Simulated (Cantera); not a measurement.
# Premixed flame

A freely propagating, adiabatic, planar premixed flame of CO : H₂ : CH₄ : O₂ : N₂ = 1 : 0.073 : 0.096 : 0.759 : 1.97 (molar parts), unburnt at 500 K and 10.0 bar; mixture-averaged transport, grid criteria slope 0.08 and curve 0.16, no radiation.

Cantera simulation using GRI-Mech 3.0 (53 species, 325 reactions); the numbers are that mechanism's predictions, not measurements. Burning velocities carry a grid error of a few per cent, more on coarse grids.

```
z (mm)    T (K)  u (m/s)    x CO     x H₂     x CH₄   x C₂H₄  x C₂H    x NO₂
--------  -----  -------  ------  -------  --------  -------  -----  -------
-0.118      500     1.11   0.257   0.0186    0.0246    <1e-8  <1e-8    <1e-8
-0.0789     500     1.11   0.257   0.0182    0.0246    <1e-8  <1e-8    <1e-8
-0.0592     502     1.12   0.257   0.0177    0.0246    <1e-8  <1e-8    <1e-8
-0.0395     516     1.15   0.257   0.0163    0.0244  4.83e-8  <1e-8  3.49e-8
-0.0197     697     1.54   0.251   0.0128    0.0213  1.25e-6  <1e-8  4.72e-7
-0.00987   1109     2.44   0.234   0.0102    0.0137  5.09e-6  <1e-8  3.20e-7
0          1627     3.52   0.200  0.00716   0.00324  4.02e-6  <1e-8  7.69e-8
0.00987    1940     4.10   0.157  0.00453  0.000154  1.13e-7  <1e-8  8.54e-8
0.0197     2118     4.40   0.126  0.00398   3.48e-6    <1e-8  <1e-8  1.14e-7
0.0395     2318     4.74  0.0963  0.00387     <1e-8    <1e-8  <1e-8  1.74e-7
0.0789     2501     5.04  0.0766  0.00318     <1e-8    <1e-8  <1e-8  2.86e-7
0.158      2634     5.25  0.0620  0.00247     <1e-8    <1e-8  <1e-8  4.30e-7
0.316      2702     5.36  0.0536  0.00210     <1e-8    <1e-8  <1e-8  6.81e-7
```
x: mole fraction of selected species; z is measured from the peak of heat release.

```
Quantity                      Value
------------------------  ---------
laminar burning velocity   111 cm/s
thermal thickness         0.0395 mm
peak x(C₂H₄)                6.36e-6
peak x(C₂H)                   <1e-8
grid points                     148
```
